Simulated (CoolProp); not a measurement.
Values from CoolProp's reference Helmholtz-energy equation of state, Penoncello 2003.

Q: Give the vapour pressure (MPa), liquid density (kg/m³), liquid cp (kJ/(kg K)), surface tension (mN/m) of saturated CHF3 (R23) at 210.7, 220.8 K.

A: 
```tsv
T (K)	p (MPa)	liquid density (kg/m³)	liquid cp (kJ/(kg K))	surface tension (mN/m)
210.7	0.279	1370	1.28	13.2
220.8	0.435	1330	1.32	11.4
```

Surface tension comes from a separate correlation (Mulero 2012).
